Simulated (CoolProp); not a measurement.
Properties of neopentane at several states.

Computed with CoolProp (reference Helmholtz-energy equation of state, Lemmon 2006). It is a short technical equation, of lower accuracy than the large ones.

| T (°C) | p (kPa) | phase | Z | cv (kJ/(kg K)) | speed of sound (m/s) | isothermal compressibility (1/MPa) | expansivity (1/kK) |
|---|---|---|---|---|---|---|---|
| 52.15 | 408 | liquid | 0.01969 | 1.838 | 717.0 | [?] | 2.281 |
| 158.25 | 24.2 | gas | 0.9974 | 2.188 | 228.2 | 41.43 | 2.337 |
| 143.85 | 13.9 | gas | 0.9983 | 2.125 | 224.8 | 72.06 | 2.411 |
| 271.75 | 3190 | gas | 0.8347 | [?] | [?] | 0.3770 | 3.367 |
| 3.45 | 24.3 | gas | 0.9889 | [?] | 183.8 | 41.62 | 3.754 |
| 215.05 | 15500 | supercritical | 0.6783 | [?] | 423.1 | 0.01720 | [?] |

**Question.** Complete the blanks.

**Answer.** 
- 52.15, isothermal compressibility (1/MPa): 0.004752
- 271.75, cv (kJ/(kg K)): 2.687
- 271.75, speed of sound (m/s): 219.0
- 3.45, cv (kJ/(kg K)): 1.453
- 215.05, cv (kJ/(kg K)): 2.511
- 215.05, expansivity (1/kK): 3.001
